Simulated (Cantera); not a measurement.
Feed: 1 mol SiH4, 0.43 mol NO, at 25.0 Pa.

Cantera equilibrium calculation (NASA polynomials, part measured and part estimated; ideal gas, pure solids and liquids). Candidate condensed phases: H2O, Si, SiO2, Si2N2O, Si3N4; 35 gas species. Mutual solubility and eutectic melting of coexisting phases are not modelled. The tables hold silica as quartz up to 1696 K and as liquid above; real silica turns to tridymite and cristobalite and melts near 1996 K. Gases not in the tables: Si2H6 and higher silanes. Rates play no part.

**Question.** Which condensed phases are stable at each of these points (T (K)): 700, 800, 900, 1000, 1100, 1200, 1300, 1400, 1500, 1600, 1700, 1800, 1900?

**Answer.** 
| T (K) | condensed phases | Si condensed (%) |
|---|---|---|
| 700 | Si(s) + SiO2(α-quartz) + Si2N2O(s) | 100.0 |
| 800 | Si(s) + SiO2(α-quartz) + Si2N2O(s) | 100.0 |
| 900 | Si(s) + SiO2(β-quartz) + Si2N2O(s) | 100.0 |
| 1000 | Si(s) + SiO2(β-quartz) + Si2N2O(s) | 100.0 |
| 1100 | Si(s) + SiO2(β-quartz) + Si2N2O(s) | 100.0 |
| 1200 | Si(s) + SiO2(β-quartz) + Si2N2O(s) | 99.6 |
| 1300 | Si(s) + SiO2(β-quartz) + Si2N2O(s) | 93.7 |
| 1400 | Si(s) + Si2N2O(s) | 78.5 |
| 1500 | Si(s) + Si2N2O(s) | 77.0 |
| 1600 | Si(s) | 56.9 |
| 1700 | Si(l) | 56.2 |
| 1800 | Si(l) | 53.4 |
| 1900 | Si(l) | 42.1 |

From 700 K to 800 K the condensed part is Si(s) + SiO2(α-quartz) + Si2N2O(s). From 900 K to 1300 K the condensed part is Si(s) + SiO2(β-quartz) + Si2N2O(s). From 1400 K to 1500 K the condensed part is Si(s) + Si2N2O(s). At 1600 K the condensed part is Si(s). From 1700 K to 1900 K the condensed part is Si(l).
